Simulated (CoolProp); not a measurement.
Vapour-liquid equilibrium of dimethyl ether (1) + n-perfluorobutane (2) at 76.05 °C; x and y are mole fractions of (1).

The numbers come from the multi-fluid Helmholtz-energy mixture model, Wu 2011 and Gao 2022; pair parameters Bell 2016 in CoolProp.

```json
[
 {"x": "0.05", "bubble pressure (MPa)": "1.221", "y at the bubble point": "…", "dew pressure at overall composition x (MPa)": "1.113", "liquid density (mol/L)": "5.361"},
 {"x": "0.125", "bubble pressure (MPa)": "1.462", "y at the bubble point": "0.283", "dew pressure at overall composition x (MPa)": "1.209", "liquid density (mol/L)": "5.523"},
 {"x": "0.2", "bubble pressure (MPa)": "1.684", "y at the bubble point": "…", "dew pressure at overall composition x (MPa)": "1.319", "liquid density (mol/L)": "5.691"},
 {"x": "0.275", "bubble pressure (MPa)": "1.877", "y at the bubble point": "0.468", "dew pressure at overall composition x (MPa)": "1.447", "liquid density (mol/L)": "5.872"},
 {"x": "0.35", "bubble pressure (MPa)": "2.035", "y at the bubble point": "0.527", "dew pressure at overall composition x (MPa)": "1.596", "liquid density (mol/L)": "6.074"},
 {"x": "0.425", "bubble pressure (MPa)": "2.160", "y at the bubble point": "0.575", "dew pressure at overall composition x (MPa)": "1.768", "liquid density (mol/L)": "6.315"},
 {"x": "0.5", "bubble pressure (MPa)": "2.256", "y at the bubble point": "0.617", "dew pressure at overall composition x (MPa)": "1.962", "liquid density (mol/L)": "6.619"},
 {"x": "0.575", "bubble pressure (MPa)": "2.325", "y at the bubble point": "0.655", "dew pressure at overall composition x (MPa)": "2.159", "liquid density (mol/L)": "7.022"},
 {"x": "0.65", "bubble pressure (MPa)": "2.368", "y at the bubble point": "0.692", "dew pressure at overall composition x (MPa)": "2.317", "liquid density (mol/L)": "7.557"},
 {"x": "0.725", "bubble pressure (MPa)": "2.385", "y at the bubble point": "0.730", "dew pressure at overall composition x (MPa)": "2.384", "liquid density (mol/L)": "8.248"},
 {"x": "0.8", "bubble pressure (MPa)": "…", "y at the bubble point": "0.772", "dew pressure at overall composition x (MPa)": "2.351", "liquid density (mol/L)": "9.106"},
 {"x": "0.875", "bubble pressure (MPa)": "2.320", "y at the bubble point": "0.828", "dew pressure at overall composition x (MPa)": "2.256", "liquid density (mol/L)": "10.14"},
 {"x": "0.95", "bubble pressure (MPa)": "2.199", "y at the bubble point": "…", "dew pressure at overall composition x (MPa)": "2.137", "liquid density (mol/L)": "11.35"}
]
```

Question: Some entries are withheld; supply them.

Answer: 
- 0.05, y at the bubble point: 0.134
- 0.2, y at the bubble point: 0.390
- 0.8, bubble pressure (MPa): 2.373
- 0.95, y at the bubble point: 0.912

y crosses x between x = 0.725 and 0.8: the model has an azeotrope there.

The pair parameters rest on a limited set of measurements; away from them the model extrapolates.
